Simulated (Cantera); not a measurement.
Feed: 1 mol SiH4, 1.6 mol O3, 25 mol H2, 3.6 mol H2O, 0.19 mol O2, equilibrated at 1.95 Torr.

Method: chemical equilibrium by Gibbs-energy minimisation in Cantera with the NASA 1993 tables (ideal gas, pure condensed phases). Candidate condensed phases: H2O, Si, SiO2; 18 gas species. The tables hold silica as quartz up to 1696 K and as liquid above; real silica turns to tridymite and cristobalite and melts near 1996 K. The numbers say what is thermodynamically allowed, not how fast it happens.

What share of the Si ends up in condensed phases as a function of T (K), at 1375, 1475, 1575, 1675, 1775, 1875, 1975, 2075?


```csv
T (K),Si condensed (%),as
1375,100.0,SiO2(β-quartz)
1475,100.0,SiO2(β-quartz)
1575,99.9,SiO2(β-quartz)
1675,99.4,SiO2(β-quartz)
1775,94.5,SiO2(condensed)
1875,65.1,SiO2(condensed)
1975,0.0,-
2075,0.0,-
```
